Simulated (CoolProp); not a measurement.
Hexamethyldisiloxane (MM) along the isobar 8.82 MPa: fugacity coefficient from the reference equation and from simpler models built on Tc = 245.6 °C, pc = 1.931 MPa, ω = 0.418; each cubic takes its own stable root.

Values from CoolProp's reference Helmholtz-energy equation of state, Thol 2016.

```tsv
T (°C)	phase	reference	van der Waals	Redlich-Kwong
-16.95	liquid	0.0001110	?	0.001056
-0.15	liquid	0.0003370	0.02956	?
16.65	liquid	0.0008729	0.03991	0.004711
33.45	liquid	0.001985	0.05208	0.008497
50.35	liquid	0.004065	0.06612	0.01419
67.15	liquid	0.007571	0.08179	0.02210
83.95	liquid	0.01306	?	0.03258
100.85	liquid	0.02117	?	0.04592
117.65	liquid	0.03234	0.1381	0.06207
134.45	liquid	0.04708	0.1594	?
151.25	liquid	0.06574	0.1818	0.1029
```

Task: Fill in the missing entries.

Result: 
- -16.95, van der Waals: 0.02103
- -0.15, Redlich-Kwong: 0.002369
- 83.95, van der Waals: 0.09908
- 100.85, van der Waals: 0.1180
- 134.45, Redlich-Kwong: 0.08111
